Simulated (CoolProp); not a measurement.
Hydrogen chloride along the isobar 349 bar: fugacity coefficient from the reference equation and from simpler models built on Tc = 324.7 K, pc = 83.14 bar, ω = 0.130; each cubic takes its own stable root.

Computed with CoolProp (reference Helmholtz-energy equation of state, Thol 2018).

| T (K) | phase | reference |
|---|---|---|
| 242.6 | liquid | 0.04710 |
| 268.9 | liquid | 0.09158 |
| 295.3 | liquid | 0.1535 |
| 321.6 | liquid | 0.2296 |
| 348 | supercritical | 0.3154 |
| 374.3 | supercritical | 0.4043 |
| 400.6 | supercritical | 0.4907 |
| 427 | supercritical | 0.5700 |

### Question
How far does each simpler model (Soave-Redlich-Kwong, Peng-Robinson) lie from the reference over these 8 states: mean and median of the absolute difference, and the worst?

### Answer
- Soave-Redlich-Kwong: mean 13.1 %, median 13.3 %, worst +14.4 % at 321.6 K and 349 bar
- Peng-Robinson: mean 3.7 %, median 3.8 %, worst +4.6 % at 321.6 K and 349 bar
